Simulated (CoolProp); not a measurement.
Vapour-liquid equilibrium of R114 (1) + benzene (2) at 5.21 bar; x and y are mole fractions of (1).

Model: multi-fluid Helmholtz-energy mixture model, Platzer 1990 and Thol 2012; pair parameters Bell 2016, in CoolProp. This equation is an older, rougher fit; its heat capacities, sound speeds and derivatives of the liquid may be far off and weren't checked against measurements.

**Question.** Give the bubble temperature and the first vapour's composition at x = 0.725, 0.875, 0.95. Is there an azeotrope?

**Answer.** x = 0.725: 337.7 K, y = 0.934; x = 0.875: 333.0 K, y = 0.968; x = 0.95: 330.6 K, y = 0.986. No azeotrope shows between x = 0.05 and 0.95.

The pair parameters rest on a limited set of measurements; away from them the model extrapolates.
